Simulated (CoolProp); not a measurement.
Vapour-liquid equilibrium of cyclohexane (1) + n-heptane (2) at 0.126 MPa; x and y are mole fractions of (1).

Model: multi-fluid Helmholtz-energy mixture model, Zhou 2014 and Span 2003; pair parameters Bell 2016, in CoolProp.

### Question
Give the bubble temperature and the first vapour's composition at x = 0.275, 0.65, 0.725. Is there an azeotrope?

### Answer
x = 0.275: 373.1 K, y = 0.382; x = 0.65: 366.4 K, y = 0.750; x = 0.725: 365.2 K, y = 0.809. No azeotrope shows between x = 0.05 and 0.95.

Pair parameters are fitted to limited data, so mixtures are less certain than the pure fluids.
